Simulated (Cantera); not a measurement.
A closed system holds: 1 mol CuO, 0.53 mol CO, 3.5 mol H2, 3.5 mol CH4, equilibrated at 1398 K and 26.0 mbar.

Cantera equilibrium calculation (NASA polynomials, part measured and part estimated; ideal gas, pure solids and liquids). Candidate condensed phases: C, C6H6, C7H8, C8H18, Cu, CuO, Cu(OH)2, Cu2O, H2O; 113 gas species. The numbers say what is thermodynamically allowed, not how fast it happens.

What is the equilibrium state?


| Item | Result |
|---|---|
| x(H2) | 0.873 |
| x(CO) | 0.127 |
| x(CH4) | 8.65e-5 |
| x(Cu) | 4.99e-5 |
| x(H) | 2.74e-5 |
| x(H2O) | 1.09e-5 |
| x(C2H2 (acetylene)) | 2.14e-6 |
| n(C(graphite)) | 2.50 mol |
| n(Cu(l)) | 0.999 mol |
| gas amount | 12.03 mol |
| log10 activity of Cu(OH)2(s) (absent) | -20.23 |
